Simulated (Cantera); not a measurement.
Charge: 1 mol SiCl₄, 0.63 mol HCl, 0.33 mol H₂, held at 775 °C and 10000 Pa.

Cantera equilibrium calculation (NASA polynomials, part measured and part estimated; ideal gas, pure solids and liquids). Candidate condensed phases: Si; 19 gas species. The tables' values for SiCl₃ are old estimates; treat these amounts as uncertain. Kinetics and transport are ignored.

Base state: SiCl₄ 0.507, HCl 0.325, H₂ 0.165, SiHCl₃ 0.00264, SiCl₃ 0.000645, SiCl₂ 1.50e-5 (mole fractions); condensed: gas only.

Question: What changes in the equilibrium state with this change: temperature from 775 °C to 702 °C?

Answer: 
```json
[
 {"species": "SiCl₄", "before": "0.507", "after": "0.509"},
 {"species": "HCl", "before": "0.325", "after": "0.323"},
 {"species": "H₂", "before": "0.165", "after": "0.167"},
 {"species": "SiCl₂", "before": "1.50e-5", "after": "1.18e-6"},
 {"species": "SiCl₃", "before": "0.000645", "after": "0.000145"},
 {"species": "SiHCl₃", "before": "0.00264", "after": "0.00150"}
]
```
